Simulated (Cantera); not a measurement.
Input: 1 mol Si(CH3)4, 0.38 mol C2H2, 60 mol H2, held at 0.130 bar.

Cantera equilibrium calculation (NASA polynomials, part measured and part estimated; ideal gas, pure solids and liquids). Candidate condensed phases: C, C6H6, C7H8, C8H18, Si, SiC; 87 gas species. Rates play no part.

Q: At 1998 K, list the 5 most abundant gas species with their mole fractions, and the condensed phases.

A: H2 0.995, H 0.00444, C2H2 (acetylene) 0.000754, CH4 5.49e-5, Si 1.78e-5. Condensed: C(graphite) + SiC(s).
